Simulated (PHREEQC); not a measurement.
A solution holds 2.3 mol KOH, 1.6 mol Na2SO4 and 0.13 mol KBr per kg of water, at 25 °C. Closed to the air; pH follows from the charge balance.

All values are PHREEQC results (Pitzer model, pitzer.dat), not measurements.

pH: 14.46
ionic strength: 7.23 mol/kgw
activity of water: 0.857
density: 1.247 g/cm³
osmotic coefficient: 0.890
total alkalinity: 2300 meq/kg

```tsv
species	molality	activity	log γ
Na+	3.20	1.50	-0.329
K+	2.43	1.17	-0.319
OH-	2.30	2.50	0.036
SO4-2	1.60	0.0261	-1.788
Br-	0.130	0.0730	-0.251
```

Precipitation was switched off in this run. The solution is supersaturated, for example in Glaserite, Arcanite, so a real one may precipitate; this is no full list. In brines, pH and single-ion activities rest on the MacInnes convention.
